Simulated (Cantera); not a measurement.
Cantera run, input and output.

```python
import numpy as np
import cantera as ct

gas = ct.Solution("h2o2.yaml")
gas.TPX = 425, 67000, {'H2': 1, 'O2': 0.505, 'N2': 2.47}
flame = ct.FreeFlame(gas, width=0.053)
flame.set_refine_criteria(ratio=3, slope=0.08, curve=0.16)
flame.transport_model = "mixture-averaged"
flame.solve(loglevel=0, auto=True)
z, T = flame.grid, flame.T
thick = (T[-1] - T[0]) / np.gradient(T, z).max()
show = ['H2', 'O2', 'OH', 'O', 'H', 'H2O2']
print(f"laminar burning velocity  {flame.velocity[0] * 100:.3f} cm/s")
print(f"burnt temperature         {T[-1]:.1f} K")
print(f"thermal thickness         {thick * 1e3:.4f} mm")
print(f"grid points               {len(z)}")
z0 = z[flame.heat_release_rate.argmax()]
print(f"{'z/mm':>9s}{'T/K':>9s}{'u/(m/s)':>9s}" + "".join(f"{s:>11s}" for s in show))
rows = []
for k in (-3, -2, -1.5, -1, -0.5, -0.25, 0, 0.25, 0.5, 1, 2, 4, 8):
    zz = z0 + k * thick
    rows.append([k * thick, np.interp(zz, z, T), np.interp(zz, z, flame.velocity),
                 *(np.interp(zz, z, flame.X[gas.species_index(s)]) for s in show)])
    print(f"{rows[-1][0] * 1e3:9.3f}{rows[-1][1]:9.1f}{rows[-1][2]:9.3f}" + "".join(f"{x:11.3e}" for x in rows[-1][3:]))
```

Result:

```
laminar burning velocity  293.200 cm/s
burnt temperature         2231.3 K
thermal thickness         0.7424 mm
grid points               116
     z/mm      T/K  u/(m/s)         H2         O2         OH          O          H       H2O2
   -2.227    425.0    2.932  2.516e-01  1.270e-01  3.274e-16  3.854e-14  1.702e-16  1.144e-14
   -1.485    425.0    2.932  2.516e-01  1.270e-01  3.786e-14  4.457e-12  1.998e-14  1.942e-12
   -1.114    425.0    2.932  2.516e-01  1.270e-01  4.948e-13  5.816e-11  2.630e-13  3.285e-11
   -0.742    425.0    2.932  2.514e-01  1.271e-01  2.106e-11  1.994e-09  1.908e-11  1.932e-09
   -0.371    433.9    2.974  2.461e-01  1.278e-01  4.561e-06  9.931e-07  4.612e-06  3.714e-06
   -0.186    635.6    4.242  2.141e-01  1.244e-01  6.674e-04  1.047e-04  2.082e-03  4.204e-05
    0.000   1072.9    6.935  1.337e-01  9.487e-02  1.714e-03  2.599e-03  2.042e-02  4.978e-06
    0.186   1386.0    8.854  5.875e-02  4.592e-02  5.479e-03  7.355e-03  3.876e-02  2.789e-06
    0.371   1538.3    9.770  3.732e-02  2.785e-02  8.038e-03  8.234e-03  3.853e-02  1.841e-06
    0.742   1687.1   10.628  3.297e-02  2.174e-02  9.849e-03  7.173e-03  2.949e-02  9.661e-07
    1.485   1829.4   11.420  3.032e-02  1.807e-02  1.061e-02  5.363e-03  1.983e-02  4.913e-07
    2.970   1955.7   12.101  2.597e-02  1.456e-02  1.031e-02  3.575e-03  1.210e-02  2.744e-07
    5.940   2059.4   12.644  2.065e-02  1.138e-02  9.101e-03  2.142e-03  6.714e-03  1.713e-07
```

Detailed kinetics in Cantera: the H2/O2 subset of GRI-Mech 3.0, which has no nitrogen chemistry. Burning velocities carry a grid error of a few per cent, more on coarse grids.
